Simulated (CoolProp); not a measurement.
The numbers come from the reference Helmholtz-energy equation of state, Lemmon 2006 in CoolProp. It is a short technical equation, of lower accuracy than the large ones.

For toluene, give the phase and the density (kg/m³), expansivity (1/kK), viscosity (µPa s), fugacity coefficient at 336.45 °C and 1.44 MPa.


- 336.45 °C and 1.44 MPa: gas; density 29.9, expansivity 2.54, viscosity 14.2, fugacity coefficient 0.887

Viscosity comes from a separate model (Avgeri 2015).
